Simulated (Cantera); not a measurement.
A closed system holds: 1 mol CsCl, 0.21 mol H₂O, 0.61 mol N₂, held at 1725 K and 4.20 mbar.

Method: chemical equilibrium by Gibbs-energy minimisation in Cantera with the NASA 1993 tables (ideal gas, pure condensed phases). Candidate condensed phases: Cs, CsCl, CsOH, H₂O, NH₄Cl; 37 gas species. Rates play no part.

Base state: CsCl 0.544, N₂ 0.334, H₂O 0.110, HCl 0.00408, CsOH 0.00283, Cs 0.00148, H₂ 0.00148, O₂ 0.000886 (mole fractions); condensed: gas only.

What changes in the equilibrium state with this change: H₂O from 0.21 to 1.4 mol?


```
species    before    after
-------  --------  -------
H₂O         0.110    0.453
CsCl        0.544    0.325
N₂          0.334    0.202
Cs₂Cl₂   0.000144  5.16e-5
H₂        0.00148  0.00412
OH       0.000451  0.00111
O₂       0.000886  0.00194
```

What changes in the equilibrium state with this change: CsCl replaced by CaCl₂?


```json
[
 {"species": "CaCl₂", "before": "0", "after": "0.463"},
 {"species": "N₂", "before": "0.334", "after": "0.334"},
 {"species": "HCl", "before": "0.00408", "after": "0.162"},
 {"species": "CsCl", "before": "0.544", "after": "0"},
 {"species": "H₂O", "before": "0.110", "after": "0.0306"},
 {"species": "CsOH", "before": "0.00283", "after": "0"},
 {"species": "Cs", "before": "0.00148", "after": "0"},
 {"species": "Cs₂Cl₂", "before": "0.000144", "after": "0"},
 {"species": "CaO(s), mol", "before": "0", "after": "0.154"}
]
```
Condensed phases not in the tables: oxide chlorides. Further candidate phases: Ca, CaCl₂, CaO, Ca(OH)₂.
